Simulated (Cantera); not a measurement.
Feed: 1 mol Cu, 8.5 mol CO2, 2.4 mol N2, at 1.00 bar.

Equilibrium computed with Cantera from the NASA thermochemical tables; the gas is ideal and each condensed phase is pure. Candidate condensed phases: C, Cu, CuO, Cu2O; 27 gas species. Each liquid is taken as pure. Mutual solubility and eutectic melting of coexisting phases are not modelled. The numbers say what is thermodynamically allowed, not how fast it happens.

Q: Which condensed phases are stable at each of these points (T (K)): 1523, 1548, 1573, 1598, 1623, 1648, 1673, 1698, 1723, 1748, 1773, 1798, 1823, 1848?

A: 
```
T (K)  condensed phases  Cu condensed (%)
-----  ----------------  ----------------
1523    Cu(l) + Cu2O(l)             100.0
1548    Cu(l) + Cu2O(l)             100.0
1573    Cu(l) + Cu2O(l)             100.0
1598              Cu(l)             100.0
1623              Cu(l)              99.9
1648              Cu(l)              99.9
1673              Cu(l)              99.9
1698              Cu(l)              99.8
1723              Cu(l)              99.8
1748              Cu(l)              99.7
1773              Cu(l)              99.6
1798              Cu(l)              99.4
1823              Cu(l)              99.2
1848              Cu(l)              99.0
```

From 1523 K to 1573 K the condensed part is Cu(l) + Cu2O(l). From 1598 K to 1848 K the condensed part is Cu(l).
